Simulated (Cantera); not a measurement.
**Thermodynamics of silicon oxide and oxynitride deposition, feed HMDSO + NO + H2**

A closed system holds: 1 mol HMDSO, 3.8 mol NO, 3.4 mol H2, at 120 Torr.

These are equilibrium values from Cantera (NASA tables, ideal gas, pure condensed phases), not measurements of a reactor. Candidate condensed phases: C, C6H6, C7H8, C8H18, H2O, Si, SiC, SiO2, Si2N2O, Si3N4; 151 gas species. The feed counts by its element totals alone. Mutual solubility and eutectic melting of coexisting phases are not modelled. The tables hold silica as quartz up to 1696 K and as liquid above; real silica turns to tridymite and cristobalite and melts near 1996 K. The numbers say what is thermodynamically allowed, not how fast it happens.

```tsv
T (K)	x H2	x CO	x N2	x CH4	x H2O	n C(graphite)	n SiO2(β-quartz)	n Si2N2O(s)
1123	0.817	0.0527	0.126	0.00314	0.000455	5.16	2.00	0
1173	0.819	0.0528	0.126	0.00209	0.000246	5.17	2.00	0
1223	0.819	0.0529	0.126	0.00143	0.000139	5.18	2.00	0
1273	0.815	0.0615	0.122	0.000999	9.53e-5	5.05	1.91	0.0447
1323	0.789	0.108	0.102	0.000677	0.000100	4.29	1.40	0.301
1373	0.752	0.174	0.0735	0.000455	9.80e-5	3.13	0.622	0.689
1423	0.725	0.222	0.0526	0.000320	7.95e-5	2.19	0	1.000
1473	0.725	0.222	0.0526	0.000247	5.40e-5	2.19	0	1.000
1523	0.725	0.222	0.0526	0.000193	3.76e-5	2.19	0	0.999
```
x: gas mole fraction; n: condensed amount in mol.

From 1123 K to 1223 K the condensed part is C(graphite) + SiO2(β-quartz). From 1273 K to 1373 K the condensed part is C(graphite) + SiO2(β-quartz) + Si2N2O(s). From 1423 K to 1523 K the condensed part is C(graphite) + Si2N2O(s).
